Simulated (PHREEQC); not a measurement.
Solution (37 °C): 0.0015 mol CO2 per kg of water. Closed to the air; pH follows from the charge balance.

Computed with PHREEQC (Pitzer model, pitzer.dat).

No solid was allowed to form.

Problem. Predict the pH.

Solution. pH 4.56.

Problem. In which forms is C present?

Solution. CO2 98 %, HCO3- 1.8 % of the C.

Constants without temperature data keep their 25 °C values here.
